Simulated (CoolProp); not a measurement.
Vapour-liquid equilibrium of R143a (1) + isobutene (2) at -55.45 °C; x and y are mole fractions of (1).

Values from CoolProp's multi-fluid Helmholtz-energy mixture model, Lemmon and Jacobsen 2000 and Lemmon 2005; pair parameters Bell 2016.

```
x     bubble pressure, mixture model (bar)  bubble pressure, Raoult's law (bar)  y, mixture model  y, Raoult's law
----  ------------------------------------  -----------------------------------  ----------------  ---------------
0.05                                0.2015                               0.1215             0.559            0.278
0.15                                0.3437                               0.1798             0.759            0.563
0.25                                0.4250                               0.2380             0.817            0.709
0.35                                0.4748                               0.2963             0.845            0.797
0.45                                0.5093                               0.3546             0.864            0.857
0.55                                0.5374                               0.4129             0.879            0.899
0.65                                0.5643                               0.4711             0.896            0.931
0.75                                0.5927                               0.5294             0.916            0.956
0.85                                0.6237                               0.5877             0.942            0.976
0.95                                0.6575                               0.6459             0.977            0.993
```

The largest gap from Raoult's law is +91.2 % in bubble pressure, at x = 0.15. No azeotrope shows between x = 0.05 and 0.95.

The pair parameters rest on a limited set of measurements; away from them the model extrapolates. With so large a gap from Raoult's law the liquid may split in two, which this calculation doesn't test in full.
